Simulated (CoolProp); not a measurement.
n-perfluoropentane along the isotherm 459.3 K: density (kg/m³) from the reference equation and from simpler models built on Tc = 421.0 K, pc = 2.063 MPa, ω = 0.436; each cubic takes its own stable root.

Model: reference Helmholtz-energy equation of state, Gao 2022, in CoolProp.

| p (MPa) | phase | reference | ideal gas | Redlich-Kwong | Soave-Redlich-Kwong |
|---|---|---|---|---|---|
| 0.238 | gas | 18.49 | 17.95 | 18.53 | 18.48 |
| 0.476 | gas | 38.16 | 35.90 | 38.32 | 38.11 |
| 0.714 | gas | [?] | 53.85 | 59.60 | [?] |
| 0.952 | gas | 81.88 | 71.80 | [?] | 81.55 |
| 1.19 | gas | 106.5 | 89.76 | 107.8 | 105.8 |
| 1.43 | gas | 133.6 | 107.9 | 135.9 | 132.5 |
| 1.67 | gas | 163.6 | [?] | 167.4 | 161.7 |
| 1.9 | gas | 195.7 | 143.3 | 201.6 | 192.6 |
| 2.14 | supercritical | 233.3 | 161.4 | 243.2 | 228.6 |
| 2.38 | supercritical | 276.4 | 179.5 | 293.1 | 269.3 |
| 2.62 | supercritical | 326.1 | 197.6 | 354.4 | 315.5 |
| 2.86 | supercritical | 384.3 | 215.7 | 429.5 | 367.7 |
| 3.09 | supercritical | 449.0 | 233.1 | [?] | 422.7 |

Problem. Complete the blanks.

Solution. 
- 0.714, reference: 59.20
- 0.714, Soave-Redlich-Kwong: 59.07
- 0.952, Redlich-Kwong: 82.65
- 1.67, ideal gas: 126.0
- 3.09, Redlich-Kwong: 508.6
